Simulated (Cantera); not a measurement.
# Thermodynamics of calcination and drying, feed MgSO₄ + H₂O + O₂ + H₂

Feed: 1 mol MgSO₄, 0.38 mol H₂O, 2.3 mol O₂, 3.5 mol H₂, held at 0.430 bar.

Equilibrium computed with Cantera from the NASA thermochemical tables; the gas is ideal and each condensed phase is pure. Candidate condensed phases: H₂O, H₂SO₄, Mg, MgO, Mg(OH)₂, MgS, MgSO₄, S; 26 gas species. Mutual solubility and eutectic melting of coexisting phases are not modelled. The numbers say what is thermodynamically allowed, not how fast it happens.

| T (K) | log p H₂O | log p O₂ | log p SO₂ | log p SO₃ | n MgSO₄(s) | n MgO(s) |
|---|---|---|---|---|---|---|
| 600 | -0.42 | -1.27 | <-12 | <-12 | 1.00 | 0 |
| 650 | -0.42 | -1.27 | <-12 | <-12 | 1.00 | 0 |
| 700 | -0.42 | -1.27 | <-12 | -11.58 | 1.00 | 0 |
| 750 | -0.42 | -1.27 | -11.51 | -10.18 | 1.00 | 0 |
| 800 | -0.42 | -1.27 | -9.85 | -8.95 | 1.00 | 0 |
| 850 | -0.42 | -1.27 | -8.39 | -7.87 | 1.00 | 0 |
| 900 | -0.42 | -1.27 | -7.10 | -6.91 | 1.000 | 0 |
| 950 | -0.42 | -1.27 | -5.95 | -6.06 | 1.000 | 0 |
| 1000 | -0.42 | -1.27 | -4.91 | -5.29 | 1.000 | 0.000178 |
| 1050 | -0.42 | -1.27 | -3.98 | -4.60 | 0.999 | 0.00133 |
| 1100 | -0.43 | -1.27 | -3.14 | -3.98 | 0.991 | 0.00858 |
| 1150 | -0.43 | -1.26 | -2.38 | -3.41 | 0.952 | 0.0480 |
| 1200 | -0.46 | -1.23 | -1.70 | -2.90 | 0.762 | 0.238 |
log p: log10 of the partial pressure in bar; n: condensed amount in mol.

From 600 K to 950 K the condensed part is MgSO₄(s). From 1000 K to 1200 K the condensed part is MgO(s) + MgSO₄(s).
